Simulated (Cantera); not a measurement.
Feed: 1 mol Fe(CO)₅, 0.42 mol N₂, equilibrated at 1202 °C and 1 atm.

These are equilibrium values from Cantera (NASA tables, ideal gas, pure condensed phases), not measurements of a reactor. Candidate condensed phases: C, Fe, Fe(CO)₅, FeO, Fe₂O₃, Fe₃O₄; 27 gas species. Iron dissolves carbon and melts from about 1420 K in contact with it, which pure phases cannot show. Condensed phases not in the tables: cementite and carbon dissolved in iron. The numbers say what is thermodynamically allowed, not how fast it happens.

Base state: CO 0.922, N₂ 0.0775, CO₂ 0.000715 (mole fractions); condensed: C(graphite) + Fe(γ).

**Question.** What changes in the equilibrium state with this change: temperature from 1202 °C to 875 °C?

**Answer.** 
```json
[
 {"species": "CO", "before": "0.922", "after": "0.888"},
 {"species": "N₂", "before": "0.0775", "after": "0.0800"},
 {"species": "CO₂", "before": "0.000715", "after": "0.0324"},
 {"species": "C(graphite), mol", "before": "0.00387", "after": "0.170"},
 {"species": "Fe(γ), mol", "before": "1.00", "after": "0"},
 {"species": "Fe(α), mol", "before": "0", "after": "1.00"}
]
```
